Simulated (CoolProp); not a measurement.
Vapour-liquid equilibrium of toluene (1) + ethylbenzene (2) at 11.1 kPa; x and y are mole fractions of (1).

The numbers come from the multi-fluid Helmholtz-energy mixture model, Lemmon 2006 and Zhou 2012; pair parameters Bell 2016 in CoolProp.

| x | bubble temperature (°C) | y at the bubble point | dew temperature at overall composition x (°C) | liquid density (mol/L) |
|---|---|---|---|---|
| 0.05 | 67.8 | 0.115 | 68.8 | 7.818 |
| 0.15 | 64.8 | 0.299 | 67.3 | 7.949 |
| 0.25 | 62.2 | 0.444 | 65.6 | [?] |
| 0.35 | [?] | 0.563 | 63.9 | 8.213 |
| 0.45 | 57.7 | 0.664 | 62.1 | 8.347 |
| 0.55 | 55.6 | 0.750 | 60.1 | 8.484 |
| 0.65 | 53.7 | [?] | 58.0 | 8.623 |
| 0.75 | 51.8 | 0.886 | 55.6 | [?] |
| 0.85 | 50.1 | 0.939 | 52.9 | 8.908 |
| 0.95 | 48.4 | 0.982 | 49.7 | 9.053 |

**Question.** Fill in the missing entries.

**Answer.** 
- 0.25, liquid density (mol/L): 8.080
- 0.35, bubble temperature (°C): 59.9
- 0.65, y at the bubble point: 0.824
- 0.75, liquid density (mol/L): 8.765

No azeotrope shows between x = 0.05 and 0.95.

The pair parameters rest on a limited set of measurements; away from them the model extrapolates.
